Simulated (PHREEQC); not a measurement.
A solution holds 0.0034 mol HF, 0.0073 mol KF, 2.9e-07 mol H4SiO4 and 0.032 mol H2SO4 per kg of water, at 20 °C. Closed to the air; pH follows from the charge balance.

All values are PHREEQC results (ion-association model, phreeqc.dat), not measurements.

```csv
quantity,before,after
pH,1.49,3.50
ionic strength (mol/kgw),0.0573,0.00764
HF (mol/kgw),0.0104,0.00297
K+ (mol/kgw),0.00705,0.00730
F- (mol/kgw),0.000297,0.00756
HF2- (mol/kgw),1.13e-5,8.27e-5
SI of Quartz (SiO2),-5.51,-6.04
```

### Question
Which change was made?
A. KF from 0.0073 to 0.0109 mol/kgw
B. diluted 2-fold with water
C. temperature from 20 to 85 °C
D. H2SO4 left out
E. temperature from 20 to 40 °C

### Answer
D, H2SO4 left out

No solid was allowed to form. SiF6-2 is the database's only silicon fluoride.
